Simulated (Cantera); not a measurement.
A freely propagating, adiabatic, planar premixed flame of H2 : O2 : N2 : H2O = 1 : 0.455 : 1.71 : 0.19 (molar parts), unburnt at 348 K and 0.132 atm; mixture-averaged transport, grid criteria slope 0.08 and curve 0.16, no radiation.

Cantera simulation using the H2/O2 subset of GRI-Mech 3.0, which has no nitrogen chemistry; the numbers are that mechanism's predictions, not measurements. Burning velocities carry a grid error of a few per cent, more on coarse grids.

x: mole fraction of selected species; z is measured from the peak of heat release.

| z (mm) | T (K) | u (m/s) | x H2 | x O2 | x O | x H | x OH | x H2O |
|---|---|---|---|---|---|---|---|---|
| -15.2 | 348 | 2.46 | 0.298 | 0.136 | <1e-8 | <1e-8 | <1e-8 | 0.0566 |
| -10.1 | 348 | 2.46 | 0.298 | 0.136 | <1e-8 | <1e-8 | <1e-8 | 0.0566 |
| -7.59 | 348 | 2.46 | 0.298 | 0.136 | <1e-8 | <1e-8 | <1e-8 | 0.0566 |
| -5.06 | 348 | 2.46 | 0.298 | 0.136 | <1e-8 | <1e-8 | <1e-8 | 0.0566 |
| -2.53 | 350 | 2.46 | 0.297 | 0.136 | 1.63e-7 | 7.80e-7 | 6.72e-7 | 0.0568 |
| -1.26 | ___ | 3.59 | ___ | 0.133 | ___ | ___ | ___ | ___ |
| 0 | 981 | 6.55 | 0.172 | 0.101 | 0.00312 | 0.0369 | 0.00144 | 0.147 |
| 1.26 | ___ | 8.48 | ___ | ___ | 0.00888 | 0.0697 | ___ | ___ |
| 2.53 | 1415 | 9.27 | 0.0543 | 0.0260 | 0.00943 | 0.0679 | 0.00794 | 0.285 |
| 5.06 | 1549 | 10.1 | 0.0546 | 0.0220 | 0.00881 | 0.0560 | 0.0101 | 0.294 |
| 10.1 | 1692 | 10.9 | 0.0551 | 0.0186 | 0.00749 | 0.0429 | 0.0120 | 0.304 |
| 20.2 | 1834 | 11.7 | 0.0535 | 0.0150 | 0.00576 | 0.0310 | 0.0130 | 0.316 |
| 40.5 | 1969 | 12.4 | 0.0500 | 0.0113 | 0.00396 | 0.0208 | 0.0129 | 0.329 |

Problem. What belongs in the gaps?

Solution. 
- -1.26, T (K): 519
- -1.26, x H2: 0.273
- -1.26, x O: 6.81e-5
- -1.26, x H: 0.00264
- -1.26, x OH: 0.000709
- -1.26, x H2O: 0.0693
- 1.26, T (K): 1286
- 1.26, x H2: 0.0713
- 1.26, x O2: 0.0405
- 1.26, x OH: 0.00552
- 1.26, x H2O: 0.259
